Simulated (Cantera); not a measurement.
An isothermal, constant-pressure homogeneous reactor starts with C2H4 : H2 = 1 : 3.5 (molar parts), at 1823 K and 0.00513 atm. Integrator tolerance rtol = 1e-08.

Detailed kinetics in Cantera: GRI-Mech 3.0 (53 species, 325 reactions). GRI-Mech 3.0 was tuned for natural gas; its chemistry of ethylene as a main component is partial and can be far from experiment. GRI-Mech 3.0 stops at C3 and has no aromatics, soot or wall deposition, so with more carbon than oxygen in the feed, carbon stays in small species such as C2H2 where larger ones or solid carbon would form. Radical loss at walls, strong at low pressure, is not modelled.

Question: What does this change do: temperature 1823 to 1525 K?

Answer: 
| quantity | before | after |
|---|---|---|
| x(C2H4) at 2.00 s | 1.53e-5 (gas-phase equilibrium 1.52e-5) | 0.00341 (gas-phase equilibrium 0.000170) |
| x(H2) at 2.00 s | 0.813 (gas-phase equilibrium 0.813) | 0.817 (gas-phase equilibrium 0.817) |
| x(CH2) at 2.00 s | 2.70e-8 (gas-phase equilibrium 8.21e-8) | 5.84e-11 (gas-phase equilibrium 2.46e-9) |
| x(C2H) at 2.00 s | 1.15e-5 (gas-phase equilibrium 1.17e-5) | 3.20e-8 (gas-phase equilibrium 1.45e-7) |
| x(CH3) at 2.00 s | 3.53e-6 (gas-phase equilibrium 1.07e-5) | 7.50e-8 (gas-phase equilibrium 7.86e-6) |
